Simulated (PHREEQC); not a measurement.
Solution (25 °C): 0.0052 mol/kgw HF, 0.0039 mol/kgw CsF and 0.00069 mol/kgw H2SiF6. Closed to the air; pH follows from the charge balance.

Equilibrium calculation in PHREEQC: ion-association model, wateq4f.dat.

```csv
quantity,before,after
pH,2.98,2.32
HF (mol/kgw),0.00523,0.00751
F- (mol/kgw),0.00359,0.00122
HF2- (mol/kgw),7.20e-5,3.55e-5
H2F2 (mol/kgw),7.14e-5,0.000148
```

What was changed between the two runs?
(A) 0.00052 mol/kgw KNO3 added
(B) CsF from 0.0039 to 0.0078 mol/kgw
(C) HF from 0.0052 to 0.026 mol/kgw
(D) 0.0087 mol/kgw NaHSO4 added
(E) 0.0002 mol/kgw H3PO4 added

D, 0.0087 mol/kgw NaHSO4 added

No solid was allowed to form. SiF6-2 is the database's only silicon fluoride.
